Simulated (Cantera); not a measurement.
Equilibrium for abatement and gas-phase synthesis: HI + O2 + H2

Input: 1 mol HI, a varied amount of O2, 0.25 mol H2, held at 2900 °C and 13300 Pa.

Method: chemical equilibrium by Gibbs-energy minimisation in Cantera with the NASA 1993 tables (ideal gas, pure condensed phases). Candidate condensed phases: H2O, I2; 12 gas species. Equilibrium is a limit: real reactors are often held back by kinetics, nucleation or transport.

| n(O2) (mol) | x I | x H | x H2 | x O | x O2 | x OH | x H2O |
|---|---|---|---|---|---|---|---|
| 0.029 | 0.472 | 0.308 | 0.186 | 0.00759 | 0.000195 | 0.00761 | 0.0122 |
| 0.04 | 0.471 | 0.304 | 0.181 | 0.0105 | 0.000375 | 0.0104 | 0.0165 |
| 0.056 | 0.469 | 0.298 | 0.174 | 0.0149 | 0.000748 | 0.0144 | 0.0224 |
| 0.078 | 0.466 | 0.291 | 0.165 | 0.0209 | 0.00148 | 0.0198 | 0.0299 |
| 0.11 | 0.461 | 0.280 | 0.154 | 0.0298 | 0.00301 | 0.0272 | 0.0396 |
| 0.15 | 0.454 | 0.268 | 0.140 | 0.0410 | 0.00569 | 0.0357 | 0.0497 |
| 0.21 | 0.443 | 0.251 | 0.123 | 0.0575 | 0.0112 | 0.0470 | 0.0613 |
| 0.29 | 0.428 | 0.232 | 0.105 | 0.0785 | 0.0209 | 0.0593 | 0.0714 |
| 0.41 | 0.405 | 0.209 | 0.0854 | 0.107 | 0.0386 | 0.0726 | 0.0788 |
| 0.57 | 0.376 | 0.186 | 0.0675 | 0.138 | 0.0648 | 0.0837 | 0.0807 |
| 0.79 | 0.341 | 0.163 | 0.0519 | 0.172 | 0.101 | 0.0914 | 0.0773 |
x: gas mole fraction; nothing condenses.

From 0.029 mol O2 to 0.79 mol O2 nothing is condensed.
